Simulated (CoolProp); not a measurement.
Vapour-liquid equilibrium of carbon dioxide (1) + dimethyl ether (2) at 267.3 K; x and y are mole fractions of (1).

Model: multi-fluid Helmholtz-energy mixture model, Span 1996 and Wu 2011; pair parameters Bell 2016, in CoolProp.

Task: Give the bubble pressure and the first vapour's composition at x = 0.5, 0.8, 0.95. Is there an azeotrope?

Result: x = 0.5: 13.29 bar, y = 0.901; x = 0.8: 22.57 bar, y = 0.972; x = 0.95: 27.85 bar, y = 0.994. No azeotrope shows between x = 0.05 and 0.95.

Pair parameters are fitted to limited data, so mixtures are less certain than the pure fluids.
